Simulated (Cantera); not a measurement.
A closed system holds: 1 mol NiS, a varied amount of H₂, 0.44 mol N₂, equilibrated at 777 °C and 750 Torr.

Method: chemical equilibrium by Gibbs-energy minimisation in Cantera with the NASA 1993 tables (ideal gas, pure condensed phases). Candidate condensed phases: Ni, NiS, NiS₂, Ni₃S₂, Ni₃S₄, S; 17 gas species. Metal and sulfide melt together well below either melting point, which pure phases cannot show. Mutual solubility and eutectic melting of coexisting phases are not modelled. Gases not in the tables: S₃ to S₇. The numbers say what is thermodynamically allowed, not how fast it happens.

### Question
Which condensed phases are stable at each of these points (n(H₂) (mol)): 0.7, 2, 5.7, 16, 46, 130, 380, 1100?

### Answer
```json
[
 {"n(H₂) (mol)": "0.7", "condensed phases": "Ni₃S₂(s)", "Ni condensed (%)": "100.0"},
 {"n(H₂) (mol)": "2", "condensed phases": "Ni₃S₂(s)", "Ni condensed (%)": "100.0"},
 {"n(H₂) (mol)": "5.7", "condensed phases": "Ni₃S₂(s)", "Ni condensed (%)": "100.0"},
 {"n(H₂) (mol)": "16", "condensed phases": "Ni₃S₂(s)", "Ni condensed (%)": "100.0"},
 {"n(H₂) (mol)": "46", "condensed phases": "Ni₃S₂(s)", "Ni condensed (%)": "100.0"},
 {"n(H₂) (mol)": "130", "condensed phases": "Ni(s) + Ni₃S₂(s)", "Ni condensed (%)": "100.0"},
 {"n(H₂) (mol)": "380", "condensed phases": "Ni(s)", "Ni condensed (%)": "100.0"},
 {"n(H₂) (mol)": "1100", "condensed phases": "Ni(s)", "Ni condensed (%)": "100.0"}
]
```

From 0.7 mol H₂ to 46 mol H₂ the condensed part is Ni₃S₂(s). At 130 mol H₂ the condensed part is Ni(s) + Ni₃S₂(s). From 380 mol H₂ to 1100 mol H₂ the condensed part is Ni(s).
